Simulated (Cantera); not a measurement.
# Catalytic stagnation flow on Pt

A jet of CH4 : O2 : N2 = 0.022 : 0.083 : 0.79 (molar parts) at 300 K and 72.0 Torr hits a platinum plate 6.1 cm away at a mass flux of 0.045 kg/m²/s; the plate temperature is set and raised in steps from an oxygen-covered start.

Model: Deutschmann's 1995 Pt surface mechanism with GRI-Mech 3.0 gas chemistry, integrated in Cantera. Catalytic surfaces can have several steady states; this one follows from the mechanism file's or the stated starting coverage.

```csv
plate T (K),wall x CH4,wall x O2,wall x H2O,wall x OH,wall x CO,wall x CO2,θ free Pt,θ O*,θ OH*
850,0.0178,0.0783,0.0128,<1e-8,5.00e-6,0.00832,0.153,0.846,0.00105
900,0.0131,0.0684,0.0214,2.79e-8,5.32e-6,0.0140,0.222,0.777,0.00125
950,0.00931,0.0603,0.0284,8.50e-8,5.26e-6,0.0186,0.296,0.703,0.00129
1000,0.00669,0.0548,0.0332,2.26e-7,5.16e-6,0.0218,0.371,0.628,0.00123
1050,0.00498,0.0512,0.0363,5.37e-7,5.17e-6,0.0239,0.444,0.555,0.00112
1100,0.00386,0.0489,0.0383,1.16e-6,5.33e-6,0.0252,0.514,0.485,0.000992
```
x: mole fraction at the wall; θ: surface coverage.
